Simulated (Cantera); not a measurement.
A perfectly stirred reactor is fed with NO : N2 = 1 : 2.8 (molar parts), at 110000 Pa; it is held at 1725 K, and followed from long to short residence time.

Detailed kinetics in Cantera: GRI-Mech 3.0 (53 species, 325 reactions).

Q: Predict: x(NO) at τ = 23.0 s; x(N2) at τ = 23.0 s; x(NO2) at τ = 23.0 s; x(O2) at τ = 23.0 s; x(O) at τ = 23.0 s; x(NO) at τ = 51.0 ms; x(N2) at τ = 51.0 ms; x(NO2) at τ = 51.0 ms; x(O2) at τ = 51.0 ms; x(O) at τ = 51.0 ms.

A: 
```json
{
  "x(NO) at τ = 23.0 s": "0.132",
  "x(N2) at τ = 23.0 s": "0.802",
  "x(NO2) at τ = 23.0 s": "0.000230",
  "x(O2) at τ = 23.0 s": "0.0652",
  "x(O) at τ = 23.0 s": "1.44e-5",
  "x(NO) at τ = 51.0 ms": "0.262",
  "x(N2) at τ = 51.0 ms": "0.737",
  "x(NO2) at τ = 51.0 ms": "8.97e-5",
  "x(O2) at τ = 51.0 ms": "0.000396",
  "x(O) at τ = 51.0 ms": "3.03e-6"
}
```
